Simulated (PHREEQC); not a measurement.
## Brine

Consider water at 20 °C with 0.765 mol NaOH and 0.0023 mol Na2B4O7 per kg of water. Closed to the air; pH follows from the charge balance.

All values are PHREEQC results (Pitzer model, pitzer.dat), not measurements.

Precipitation was switched off in this run.

Predict the pH, osmotic coefficient, activity of water.

pH 13.89; osmotic coefficient 0.933; activity of water 0.974.
